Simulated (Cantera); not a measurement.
Cantera run:

```python
import numpy as np
import cantera as ct

gas_names = """
    H H2 H2S Ni NiS S SH S2 S8
""".split()
cond_names = """
    Ni(cr) Ni(L) NiS(b) NiS(a) NiS(L) NiS2(s) NiS2(L) Ni3S2(I) Ni3S2(II) Ni3S2(L) Ni3S4(s) S(cr1) S(cr2)
    S(L)
""".split()


def load(file, names, dense=False):
    # The tables refer to 1 bar. Condensed volumes are neglected.
    table = {s.name: s for s in ct.Species.list_from_file(file)}
    out = []
    for n in names:
        d = dict(table[n].input_data)
        d["thermo"] = dict(d["thermo"], **{"reference-pressure": 1e5})
        if dense:
            d["equation-of-state"] = {"model": "constant-volume", "density": "1e6 g/cm^3"}
        out.append(ct.Species.from_dict(d))
    return out


gas = ct.Solution(thermo="ideal-gas", species=load("nasa_gas.yaml", gas_names))
cond = {s.name: ct.Solution(thermo="fixed-stoichiometry", species=[s], name=s.name)
        for s in load("nasa_condensed.yaml", cond_names, dense=True)}
atoms = {
    'NiS': {'Ni': 1, 'S': 1},
    'H2': {'H': 2},
}
top_T = {'Ni3S4(s)': 620}  # K; cautious upper limits of use, not melting points


def equilibrate(T, P, feed):
    n = {}
    for name, mol in feed.items():
        for a, k in atoms[name].items():
            n[a] = n.get(a, 0.0) + k * mol
    gas.TPX = T, P, n
    mass = sum(n.values()) * gas.mean_molecular_weight
    gas.equilibrate("TP")
    valid = [c for c in cond.values() if c.min_temp <= T <= top_T.get(c.name, c.max_temp)]
    mix = ct.Mixture([(gas, mass / gas.mean_molecular_weight)] + [(c, 0.0) for c in valid])
    mix.T, mix.P = T, P
    mix.equilibrate("TP", solver="vcs", rtol=1e-11, max_steps=5000)
    return mix


results = []
feed = {'NiS': 1, 'H2': 25}  # mol
P = 16  # Pa
for T in [1348, 1373, 1398, 1423, 1448, 1473, 1498, 1523, 1548, 1573, 1598, 1623]:
    mix = equilibrate(T, P, feed)
    results.append((T, P, feed, dict(zip(mix.species_names, mix.species_moles))))

top = {s: max(r[3][s] / sum(r[3][g] for g in gas_names) for r in results) for s in gas_names}
cols = sorted((s for s in top if top[s] > 0.0001), key=lambda s: -top[s])[:9]
seen = [c for c in cond_names if any(r[3].get(c, 0) > 1e-12 for r in results)]
print("log10 of partial pressures in bar; condensed amounts in mol")
print(f"{'T/K':>10s}" + "".join(f"{s[:9]:>10s}" for s in cols + seen))
for T, P, feed, n in results:
    ng = sum(n[g] for g in gas_names)
    print(f"{T:10.4g}" + "".join(f"{np.log10(max(n[s] / ng * P / 1e5, 1e-99)):10.3f}" for s in cols)
          + "".join(f"{n.get(c, 0):10.4g}" for c in seen))
```

Result:

```
log10 of partial pressures in bar; condensed amounts in mol
       T/K        H2        S2       H2S         H        Ni        SH         S       NiS    Ni(cr)  Ni3S2(L)
      1348    -3.804    -5.853    -5.815    -7.538    -8.944    -6.911    -8.169    -9.000    0.5558     0.148
      1373    -3.807    -5.688    -5.798    -7.381    -8.646    -6.777    -7.933    -8.718    0.8963   0.03433
      1398    -3.807    -5.636    -5.835    -7.228    -8.359    -6.701    -7.760    -8.500    0.9988         0
      1423    -3.807    -5.624    -5.888    -7.081    -8.082    -6.646    -7.612    -8.309    0.9979         0
      1448    -3.807    -5.615    -5.941    -6.939    -7.815    -6.594    -7.469    -8.126    0.9964         0
      1473    -3.807    -5.608    -5.993    -6.801    -7.557    -6.545    -7.333    -7.950    0.9938         0
      1498    -3.807    -5.603    -6.044    -6.668    -7.308    -6.499    -7.202    -7.782    0.9895         0
      1523    -3.807    -5.601    -6.095    -6.540    -7.067    -6.455    -7.077    -7.620    0.9825         0
      1548    -3.808    -5.600    -6.145    -6.415    -6.835    -6.414    -6.956    -7.464    0.9712         0
      1573    -3.808    -5.601    -6.195    -6.295    -6.610    -6.375    -6.840    -7.315     0.953         0
      1598    -3.809    -5.605    -6.245    -6.178    -6.392    -6.339    -6.729    -7.171    0.9243         0
      1623    -3.811    -5.611    -6.295    -6.066    -6.180    -6.305    -6.623    -7.034    0.8793         0
```

Cantera equilibrium calculation (NASA polynomials, part measured and part estimated; ideal gas, pure solids and liquids). Metal and sulfide melt together well below either melting point, which pure phases cannot show. Mutual solubility and eutectic melting of coexisting phases are not modelled.
